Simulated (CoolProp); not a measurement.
Vapour-liquid equilibrium of acetone (1) + ethanol (2) at 1.25 MPa; x and y are mole fractions of (1).

The numbers come from the multi-fluid Helmholtz-energy mixture model, Lemmon 2006 and Schroeder 2014; pair parameters Bell 2016 in CoolProp.

```json
[
 {"x": "0.05", "bubble temperature, mixture model (°C)": "158.5", "bubble temperature, Raoult's law (°C)": "159.5", "y, mixture model": "0.072", "y, Raoult's law": "0.055"},
 {"x": "0.125", "bubble temperature, mixture model (°C)": "156.8", "bubble temperature, Raoult's law (°C)": "159.2", "y, mixture model": "0.169", "y, Raoult's law": "0.136"},
 {"x": "0.2", "bubble temperature, mixture model (°C)": "155.5", "bubble temperature, Raoult's law (°C)": "158.9", "y, mixture model": "0.254", "y, Raoult's law": "0.217"},
 {"x": "0.275", "bubble temperature, mixture model (°C)": "154.4", "bubble temperature, Raoult's law (°C)": "158.5", "y, mixture model": "0.330", "y, Raoult's law": "0.296"},
 {"x": "0.35", "bubble temperature, mixture model (°C)": "153.6", "bubble temperature, Raoult's law (°C)": "158.2", "y, mixture model": "0.399", "y, Raoult's law": "0.374"},
 {"x": "0.425", "bubble temperature, mixture model (°C)": "152.9", "bubble temperature, Raoult's law (°C)": "157.8", "y, mixture model": "0.464", "y, Raoult's law": "0.451"},
 {"x": "0.5", "bubble temperature, mixture model (°C)": "152.4", "bubble temperature, Raoult's law (°C)": "157.4", "y, mixture model": "0.527", "y, Raoult's law": "0.527"},
 {"x": "0.575", "bubble temperature, mixture model (°C)": "152.1", "bubble temperature, Raoult's law (°C)": "157.0", "y, mixture model": "0.588", "y, Raoult's law": "0.602"},
 {"x": "0.65", "bubble temperature, mixture model (°C)": "152.0", "bubble temperature, Raoult's law (°C)": "156.6", "y, mixture model": "0.651", "y, Raoult's law": "0.675"},
 {"x": "0.725", "bubble temperature, mixture model (°C)": "152.1", "bubble temperature, Raoult's law (°C)": "156.2", "y, mixture model": "0.716", "y, Raoult's law": "0.747"},
 {"x": "0.8", "bubble temperature, mixture model (°C)": "152.4", "bubble temperature, Raoult's law (°C)": "155.8", "y, mixture model": "0.784", "y, Raoult's law": "0.818"},
 {"x": "0.875", "bubble temperature, mixture model (°C)": "153.0", "bubble temperature, Raoult's law (°C)": "155.4", "y, mixture model": "0.858", "y, Raoult's law": "0.888"},
 {"x": "0.95", "bubble temperature, mixture model (°C)": "153.9", "bubble temperature, Raoult's law (°C)": "154.9", "y, mixture model": "0.940", "y, Raoult's law": "0.956"}
]
```

The largest gap from Raoult's law is -5.0 K in bubble temperature, at x = 0.5. y crosses x between x = 0.65 and 0.725: the model has an azeotrope there.

The pair parameters rest on a limited set of measurements; away from them the model extrapolates.
